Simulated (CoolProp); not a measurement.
n-pentane at 298.15 K and 1.23 MPa is throttled through a valve to 0.148 MPa with no heat exchange. Each further row changes one setting.

Model: reference Helmholtz-energy equation of state, Thol 2019, in CoolProp.

```tsv
case	temperature change (K)	final phase	final density (kg/m³)
as stated	+0.4	liquid	621
outlet pressure 0.0444 MPa	[?]	[?]	[?]
outlet pressure 0.192 MPa	+0.4	liquid	621
```

Some entries are withheld; supply them.


- outlet pressure 0.0444 MPa, temperature change (K): -11.1
- outlet pressure 0.0444 MPa, final phase: two-phase, vapour fraction 0.071
- outlet pressure 0.0444 MPa, final density (kg/m³): 18.9
